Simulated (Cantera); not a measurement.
An isothermal, constant-pressure homogeneous reactor starts with CH4 : CO2 = 1 : 2 (molar parts), at 1825 K and 1.30 bar.

Computed with Cantera and GRI-Mech 3.0 (53 species, 325 reactions).

x: mole fraction; the columns are a selection and need not sum to one.

```tsv
t (s)	x CH4	x CO2	x C2H2	x CH2	x CO	x H2O2
2.00e-6	0.333	0.667	6.75e-11	4.65e-9	3.57e-6	<1e-12
1.34e-5	0.332	0.666	(withheld)	(withheld)	(withheld)	<1e-12
8.94e-5	0.316	0.661	0.000399	1.44e-6	0.000879	<1e-12
0.000598	0.198	0.581	0.0378	1.30e-6	0.0258	1.20e-12
0.00400	0.0509	0.333	0.0958	1.08e-6	0.200	1.48e-11
0.0267	0.0118	0.151	0.0631	6.27e-7	0.401	2.45e-11
0.179	(withheld)	(withheld)	(withheld)	(withheld)	0.512	6.27e-12
1.20	7.50e-6	0.0674	2.03e-7	9.33e-11	0.532	4.41e-12
8.00	2.05e-8	0.0674	6.27e-12	<1e-12	0.532	4.42e-12
```

Question: Complete the blanks.

Answer: 
- 1.34e-5, x C2H2: 2.53e-7
- 1.34e-5, x CH2: 1.64e-7
- 1.34e-5, x CO: 2.96e-5
- 0.179, x CH4: 0.00479
- 0.179, x CO2: 0.0808
- 0.179, x C2H2: 0.00964
- 0.179, x CH2: 9.34e-8
